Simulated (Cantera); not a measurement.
A closed system holds: 1 mol SiHCl3, 0.74 mol N2, equilibrated at 10000 Pa.

Method: chemical equilibrium by Gibbs-energy minimisation in Cantera with the NASA 1993 tables (ideal gas, pure condensed phases). Candidate condensed phases: NH4Cl, Si, Si3N4; 28 gas species. N2 is the only nitrogen source here; it is nearly inert below about 1500 K, so the nitride shown seldom forms there in practice. The tables' values for SiCl3 are old estimates; treat these amounts as uncertain. Equilibrium is a limit: real reactors are often held back by kinetics, nucleation or transport. All values below are at 777 °C.

Base state: HCl 0.327, SiCl4 0.317, N2 0.251, H2 0.102, SiHCl3 0.00103, SiCl3 0.000327 (mole fractions); condensed: Si3N4(s).

Question: What changes in the equilibrium state with this change: N2 from 0.74 to 5.9 mol?

Answer: 
```json
[
 {"species": "N2", "before": "0.251", "after": "0.795"},
 {"species": "HCl", "before": "0.327", "after": "0.110"},
 {"species": "SiCl4", "before": "0.317", "after": "0.0787"},
 {"species": "H2", "before": "0.102", "after": "0.0158"},
 {"species": "SiHCl3", "before": "0.00103", "after": "0.000118"},
 {"species": "SiCl3", "before": "0.000327", "after": "9.48e-5"},
 {"species": "Si3N4(s), mol", "before": "0.134", "after": "0.148"}
]
```
